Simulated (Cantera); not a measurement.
Charge: 1 mol borazine, 6.6 mol O2, held at 948 K and 0.133 bar.

Equilibrium computed with Cantera from the NASA thermochemical tables; the gas is ideal and each condensed phase is pure. Candidate condensed phases: B, BN, B2O3, B3O3H3, H2O; 39 gas species. The feed counts by its element totals alone. Gases not in the tables: H3BO3. Equilibrium is a limit: real reactors are often held back by kinetics, nucleation or transport.

Base state: H2O 0.404, O2 0.388, N2 0.204, (HBO2)3 0.00343, HBO2 1.44e-5, NO 1.19e-5 (mole fractions); condensed: B2O3(l).

**Question.** What changes in the equilibrium state with this change: O2 from 6.6 to 0.064 mol?

**Answer.** 
| species | before | after |
|---|---|---|
| H2 | <1e-9 | 0.985 |
| N2 | 0.204 | 0.0136 |
| H2O | 0.404 | 0.00119 |
| O2 | 0.388 | <1e-9 |
| HBO2 | 1.44e-5 | 7.81e-7 |
| NH3 | <1e-9 | 1.27e-5 |
| NO | 1.19e-5 | <1e-9 |
| B2O3(l), mol | 1.46 | 0.0415 |
| BN(s), mol | 0 | 2.92 |
